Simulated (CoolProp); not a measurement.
Saturated liquid density (kg/m³) of sulfur dioxide: the reference equation beside estimates from Tc = 430.6 K, pc = 7.887 MPa, ω = 0.256. Rackett uses Z = 0.29056 − 0.08775 ω.

Values from CoolProp's reference Helmholtz-energy equation of state, Gao 2016.

```csv
T (K),reference,Rackett,van der Waals
270.8,1441,1419,852.3
281.9,1412,1391,836.0
293,1381,1361,818.9
304.1,1350,1331,801.1
315.1,1318,1300,782.5
326.2,1284,1267,762.7
337.3,1248,1232,741.6
348.4,1210,1195,719.2
359.5,1169,1156,695.1
370.6,1124,1114,669.0
381.7,1075,1068,640.2
392.7,1019,1016,608.2
```

Absolute difference from the reference over all 12 rows, mean and median: Rackett 1.2 and 1.3 %, van der Waals 40.6 and 40.6 %.
